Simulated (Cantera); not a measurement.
Charge: 1 mol CsCl, 1.2 mol O₂, 2.7 mol H₂, 3.7 mol HCl, equilibrated at 13300 Pa.

Method: chemical equilibrium by Gibbs-energy minimisation in Cantera with the NASA 1993 tables (ideal gas, pure condensed phases). Candidate condensed phases: Cs, CsCl, CsOH, H₂O; 22 gas species. Rates play no part. All values below are at 1350 °C.

Base state: HCl 0.500, H₂O 0.324, CsCl 0.134, H₂ 0.0407, Cs₂Cl₂ 0.000586, Cl 0.000369, H 3.82e-5, OH 1.27e-5 (mole fractions); condensed: gas only.

Problem. What changes in the equilibrium state with this change: HCl from 3.7 to 0.04 mol?

Solution. 
```csv
species,before,after
H₂O,0.324,0.642
CsCl,0.134,0.262
H₂,0.0407,0.0803
HCl,0.500,0.0123
CsOH,9.11e-6,0.00143
Cs,1.05e-6,0.000117
Cl,0.000369,6.45e-6
Cs₂Cl₂,0.000586,0.00224
OH,1.27e-5,1.79e-5
```
